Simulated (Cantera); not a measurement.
An isothermal, constant-pressure homogeneous reactor starts with 13.0 % H2, 14.0 % O2, 72.9 % N2, equivalence ratio 0.47, at 1125 K and 0.170 bar.

Detailed kinetics in Cantera: GRI-Mech 3.0 (53 species, 325 reactions). The temperature is held fixed by assumption; the heat of reaction is taken as removed at once.

One state of this run: x H2 = 0.000320; x O2 = 0.0802; x N2O = 3.68e-8; x NO2 = 9.46e-9; x O = 0.000181; x OH = 0.000344. x: mole fraction; the columns are a selection and need not sum to one.

Question: Which value of t (s) does it belong to?
A) 0.00399
B) 2.24
C) 100
D) 0.0502

Answer: A, 0.00399
